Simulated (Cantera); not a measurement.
An isothermal, constant-pressure homogeneous reactor starts with H2 : O2 : N2 = 0.39 : 1 : 4.7 (molar parts), equivalence ratio 0.20, at 1350 K and 0.237 atm.

Model: the H2/O2 subset of GRI-Mech 3.0, which has no nitrogen chemistry, integrated in Cantera. The temperature is held fixed by assumption; the heat of reaction is taken as removed at once.

x: mole fraction; the columns are a selection and need not sum to one.

```
t (s)        x H2   x O2    x HO2    x H2O      x H2O2      x OH       x O
--------  -------  -----  -------  -------  ----------  --------  --------
5.00e-5    0.0640  0.164  1.60e-7  3.38e-6    8.34e-10   8.47e-7   1.16e-6
0.000211  0.00446  0.129  1.23e-5   0.0484  (withheld)   0.00442    0.0185
0.000889  0.00131  0.134  1.10e-5   0.0618  (withheld)   0.00243   0.00525
0.00375   9.14e-5  0.136  3.24e-6   0.0657  (withheld)  0.000630  0.000350
0.0158    6.18e-6  0.136  3.69e-7   0.0661  (withheld)  0.000169   2.47e-5
0.0667    7.86e-7  0.137  6.01e-8   0.0661  (withheld)   6.18e-5   3.30e-6
0.281     1.59e-7  0.137  2.49e-8   0.0661  (withheld)   2.80e-5   6.82e-7
1.19      7.67e-8  0.137  2.43e-8   0.0661    9.68e-10   1.94e-5   3.28e-7
5.00      7.51e-8  0.137  2.44e-8   0.0661    9.50e-10   1.92e-5   3.20e-7
```

**Question.** Some entries are withheld; supply them.

**Answer.** 
- 0.000211, x H2O2: 7.88e-7
- 0.000889, x H2O2: 6.91e-7
- 0.00375, x H2O2: 2.11e-7
- 0.0158, x H2O2: 3.77e-8
- 0.0667, x H2O2: 7.42e-9
- 0.281, x H2O2: 1.83e-9
